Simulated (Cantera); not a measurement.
Charge: 1 mol Al, 0.4 mol NH3, 58 mol H2, equilibrated at 13.3 mbar.

Cantera equilibrium calculation (NASA polynomials, part measured and part estimated; ideal gas, pure solids and liquids). Candidate condensed phases: Al, AlN; 13 gas species. Mutual solubility and eutectic melting of coexisting phases are not modelled. The numbers say what is thermodynamically allowed, not how fast it happens.

At 1375 K, list the 4 most abundant gas species with their mole fractions, and the condensed phases.

H2 1.000, Al 0.000104, H 2.97e-5, AlH 2.47e-5. Condensed: Al(l) + AlN(s).
